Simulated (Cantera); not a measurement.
**Aluminium nitride and oxide growth: AlCl3 + H2O + H2**

Feed: 1 mol AlCl3, 2.9 mol H2O, 740 mol H2, at 13300 Pa.

Equilibrium computed with Cantera from the NASA thermochemical tables; the gas is ideal and each condensed phase is pure. Candidate condensed phases: Al, AlCl3, Al2O3, H2O; 29 gas species. The tables' values for AlOH are old estimates; treat these amounts as uncertain. Rates play no part.

From 1048 K to 2148 K the condensed part is Al2O3(s). At 2248 K nothing is condensed.

```json
[
 {"T (K)": "1048", "x H2": "0.994", "x H": "2.11e-8", "x HCl": "0.00403", "x H2O": "0.00188", "x AlCl": "<1e-12", "x Al": "<1e-12", "x AlOH": "<1e-12", "x Al2O": "<1e-12", "n Al2O3(s)": "0.500"},
 {"T (K)": "1148", "x H2": "0.994", "x H": "1.96e-7", "x HCl": "0.00403", "x H2O": "0.00188", "x AlCl": "<1e-12", "x Al": "<1e-12", "x AlOH": "<1e-12", "x Al2O": "<1e-12", "n Al2O3(s)": "0.500"},
 {"T (K)": "1248", "x H2": "0.994", "x H": "1.28e-6", "x HCl": "0.00403", "x H2O": "0.00188", "x AlCl": "3.85e-12", "x Al": "<1e-12", "x AlOH": "<1e-12", "x Al2O": "<1e-12", "n Al2O3(s)": "0.500"},
 {"T (K)": "1348", "x H2": "0.994", "x H": "6.32e-6", "x HCl": "0.00403", "x H2O": "0.00188", "x AlCl": "1.31e-10", "x Al": "<1e-12", "x AlOH": "1.45e-12", "x Al2O": "<1e-12", "n Al2O3(s)": "0.500"},
 {"T (K)": "1448", "x H2": "0.994", "x H": "2.52e-5", "x HCl": "0.00403", "x H2O": "0.00188", "x AlCl": "2.68e-9", "x Al": "<1e-12", "x AlOH": "3.40e-11", "x Al2O": "<1e-12", "n Al2O3(s)": "0.500"},
 {"T (K)": "1548", "x H2": "0.994", "x H": "8.41e-5", "x HCl": "0.00403", "x H2O": "0.00188", "x AlCl": "3.68e-8", "x Al": "4.73e-12", "x AlOH": "5.25e-10", "x Al2O": "<1e-12", "n Al2O3(s)": "0.500"},
 {"T (K)": "1648", "x H2": "0.994", "x H": "0.000243", "x HCl": "0.00403", "x H2O": "0.00188", "x AlCl": "3.63e-7", "x Al": "1.82e-10", "x AlOH": "5.75e-9", "x Al2O": "1.21e-12", "n Al2O3(s)": "0.500"},
 {"T (K)": "1748", "x H2": "0.993", "x H": "0.000624", "x HCl": "0.00402", "x H2O": "0.00188", "x AlCl": "2.72e-6", "x Al": "4.56e-9", "x AlOH": "4.75e-8", "x Al2O": "7.57e-11", "n Al2O3(s)": "0.499"},
 {"T (K)": "1848", "x H2": "0.993", "x H": "0.00145", "x HCl": "0.00401", "x H2O": "0.00190", "x AlCl": "1.60e-5", "x Al": "7.89e-8", "x AlOH": "3.08e-7", "x Al2O": "2.93e-9", "n Al2O3(s)": "0.494"},
 {"T (K)": "1948", "x H2": "0.991", "x H": "0.00308", "x HCl": "0.00394", "x H2O": "0.00199", "x AlCl": "7.26e-5", "x Al": "9.58e-7", "x AlOH": "1.61e-6", "x Al2O": "7.14e-8", "n Al2O3(s)": "0.472"},
 {"T (K)": "2048", "x H2": "0.988", "x H": "0.00609", "x HCl": "0.00376", "x H2O": "0.00225", "x AlCl": "0.000241", "x Al": "7.94e-6", "x AlOH": "6.80e-6", "x Al2O": "1.06e-6", "n Al2O3(s)": "0.403"},
 {"T (K)": "2148", "x H2": "0.982", "x H": "0.0113", "x HCl": "0.00341", "x H2O": "0.00282", "x AlCl": "0.000566", "x Al": "4.53e-5", "x AlOH": "2.36e-5", "x Al2O": "9.62e-6", "n Al2O3(s)": "0.252"},
 {"T (K)": "2248", "x H2": "0.972", "x H": "0.0198", "x HCl": "0.00297", "x H2O": "0.00372", "x AlCl": "0.000961", "x Al": "0.000180", "x AlOH": "6.41e-5", "x Al2O": "5.12e-5", "n Al2O3(s)": "0"}
]
```
x: gas mole fraction; n: condensed amount in mol.
